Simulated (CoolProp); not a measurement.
Model: reference Helmholtz-energy equation of state, Gao 2022, in CoolProp.

### Question
For n-perfluoropentane, give the phase and the density (kg/m³), speed of sound (m/s) at 187.6 K and 11.6 bar; 228.3 K and 11.6 bar; 289.3 K and 11.6 bar.

### Answer
- 187.6 K and 11.6 bar: liquid; density 1930, speed of sound 764
- 228.3 K and 11.6 bar: liquid; density 1820, speed of sound 666
- 289.3 K and 11.6 bar: liquid; density 1640, speed of sound 505
